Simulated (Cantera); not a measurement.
Feed: 1 mol Si, a varied amount of Br2, 18 mol N2, equilibrated at 1475 K and 24.0 mbar.

Equilibrium computed with Cantera from the NASA thermochemical tables; the gas is ideal and each condensed phase is pure. Candidate condensed phases: Br2, Si, Si3N4; 13 gas species. N2 is the only nitrogen source here; it is nearly inert below about 1500 K, so the nitride shown seldom forms there in practice. Rates play no part.

Which condensed phases are stable at each of these points (n(Br2) (mol)): 0.86, 1.2, 1.6, 2.2, 3, 4.2, 5.7, 7.9?


```tsv
n(Br2) (mol)	condensed phases	Si condensed (%)
0.86	Si3N4(s)	34.7
1.2	Si3N4(s)	9.7
1.6	gas only	0.0
2.2	gas only	0.0
3	gas only	0.0
4.2	gas only	0.0
5.7	gas only	0.0
7.9	gas only	0.0
```

From 0.86 mol Br2 to 1.2 mol Br2 the condensed part is Si3N4(s). From 1.6 mol Br2 to 7.9 mol Br2 nothing is condensed.
